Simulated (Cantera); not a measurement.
Cantera run:

```python
import numpy as np
import cantera as ct

gas_names = """
    CL CL2 H HCL H2 N NH NH2 NH3 N2 N2H2 N2H4 Si SiCL SiCL2 SiCL3 SiCL4 SiH SiHCL3 SiH2 SiH2CL2 SiH3
    SiH3CL SiH4 SiN Si2 Si2N Si3
""".split()
cond_names = """
    NH4CL(a) NH4CL(b) Si(cr) Si(L) Si3N4(a)
""".split()


# ... load() reads the species with a 1 bar reference pressure and builds the phases ...
atoms = {
    'Si2Cl6': {'Si': 2, 'CL': 6},
    'NH3': {'N': 1, 'H': 3},
    'H2': {'H': 2},
}
top_T = {'Si3N4(a)': 2400}  # K; cautious upper limits of use, not melting points


# ... equilibrate(T, P, feed) seeds the gas with the atoms and calls Mixture.equilibrate('TP', solver="vcs", rtol=1e-11, max_steps=5000) ...
results = []
feed = {'Si2Cl6': 1, 'NH3': 4.8, 'H2': 0.32}  # mol
P = 5600  # Pa
for T in [1373, 1473, 1573, 1673, 1773, 1873, 1973, 2073, 2173]:
    mix = equilibrate(T, P, feed)
    results.append((T, P, feed, dict(zip(mix.species_names, mix.species_moles))))

top = {s: max(r[3][s] / sum(r[3][g] for g in gas_names) for r in results) for s in gas_names}
cols = sorted((s for s in top if top[s] > 0.001), key=lambda s: -top[s])[:7]
seen = [c for c in cond_names if any(r[3].get(c, 0) > 1e-12 for r in results)]
print("log10 of partial pressures in bar; condensed amounts in mol")
print(f"{'T/K':>10s}" + "".join(f"{s[:9]:>10s}" for s in cols + seen))
for T, P, feed, n in results:
    ng = sum(n[g] for g in gas_names)
    print(f"{T:10.4g}" + "".join(f"{np.log10(max(n[s] / ng * P / 1e5, 1e-99)):10.3f}" for s in cols)
          + "".join(f"{n.get(c, 0):10.4g}" for c in seen))
```

Result:

```
log10 of partial pressures in bar; condensed amounts in mol
       T/K        H2       HCL        N2     SiCL2     SiCL4         H     SiCL3     Si(L)  Si3N4(a)
      1373    -1.599    -1.650    -2.190    -3.457    -2.921    -6.277    -3.521         0    0.5334
      1473    -1.597    -1.677    -2.160    -2.859    -3.136    -5.696    -3.265         0     0.475
      1573    -1.587    -1.749    -2.104    -2.465    -3.551    -5.184    -3.218         0    0.3521
      1673    -1.570    -1.863    -2.045    -2.238    -4.146    -4.728    -3.351         0    0.1976
      1773    -1.554    -2.003    -1.999    -2.112    -4.823    -4.323    -3.582         0   0.05611
      1873    -1.553    -2.043    -1.983    -2.087    -5.332    -3.966    -3.784   0.06121         0
      1973    -1.558    -2.024    -1.984    -2.097    -5.702    -3.649    -3.939   0.09808         0
      2073    -1.565    -2.009    -1.986    -2.110    -6.042    -3.362    -4.083    0.1179         0
      2173    -1.574    -1.999    -1.990    -2.127    -6.358    -3.104    -4.220   0.09941         0
```

These are equilibrium values from Cantera (NASA tables, ideal gas, pure condensed phases), not measurements of a reactor. The feed counts by its element totals alone. The tables' values for SiCl3, SiCl, SiN are old estimates; treat these amounts as uncertain. Gases not in the tables: Si2H6 and higher silanes.
